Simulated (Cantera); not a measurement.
Cantera run, input and output.

```python
import numpy as np
import cantera as ct

gas = ct.Solution("gri30.yaml")
gas.TPX = 1150, 100000, {'N2O': 1, 'N2': 0.18}
inlet = ct.Reservoir(gas, clone=True)

reactor = ct.IdealGasConstPressureReactor(gas, energy="off", clone=False)
exhaust = ct.Reservoir(gas, clone=True)
tau = [4.6, 2.1, 0.93, 0.42, 0.19, 0.085, 0.038, 0.017, 0.0078, 0.0035, 0.0016][0]
for a, b in ((inlet, reactor), (reactor, exhaust)):
    ct.MassFlowController(a, b, mdot=lambda t: reactor.mass / tau)
net = ct.ReactorNet([reactor])
show = ['N2O', 'N2', 'NO', 'O2', 'NO2']

rows = []
print(f"{'tau/s':>10s}{'T/K':>9s}" + "".join(f"{s:>11s}" for s in show))
for tau in [4.6, 2.1, 0.93, 0.42, 0.19, 0.085, 0.038, 0.017, 0.0078, 0.0035, 0.0016]:
    net.initial_time = 0.0
    net.advance(30 * tau)
    before = gas.X
    net.advance(40 * tau)
    drift = np.max(np.abs(gas.X - before) / (gas.X + 1e-9))
    rows.append([gas.T, *gas[show].X, drift])
    print(f"{tau:10.3e}{gas.T:9.1f}" + "".join(f"{x:11.3e}" for x in gas[show].X))
```

It prints:

```
     tau/s      T/K        N2O         N2         NO         O2        NO2
 4.600e+00   1150.0  3.867e-01  4.403e-01  2.230e-02  1.504e-01  2.749e-04
 2.100e+00   1150.0  5.357e-01  3.465e-01  1.652e-02  1.010e-01  2.013e-04
 9.300e-01   1150.0  6.671e-01  2.645e-01  1.012e-02  5.818e-02  1.210e-04
 4.200e-01   1150.0  7.529e-01  2.111e-01  5.466e-03  3.041e-02  6.296e-05
 1.900e-01   1150.0  8.013e-01  1.811e-01  2.712e-03  1.483e-02  2.897e-05
 8.500e-02   1150.0  8.260e-01  1.658e-01  1.270e-03  6.884e-03  1.167e-05
 3.800e-02   1150.0  8.377e-01  1.586e-01  5.807e-04  3.130e-03  4.066e-06
 1.700e-02   1150.0  8.431e-01  1.553e-01  2.627e-04  1.411e-03  1.201e-06
 7.800e-03   1150.0  8.454e-01  1.538e-01  1.212e-04  6.492e-04  3.178e-07
 3.500e-03   1150.0  8.465e-01  1.531e-01  5.446e-05  2.914e-04  7.255e-08
 1.600e-03   1150.0  8.470e-01  1.528e-01  2.486e-05  1.329e-04  1.604e-08
```

Detailed kinetics in Cantera: GRI-Mech 3.0 (53 species, 325 reactions). GRI-Mech 3.0 was tuned for natural gas; its chemistry of N2O as a main component is partial and can be far from experiment. The mechanism lacks the step 2 NO + O2 → 2 NO2, which can matter for NO2 below about 1400 K. The temperature is held fixed by assumption; the heat of reaction is taken as removed at once.
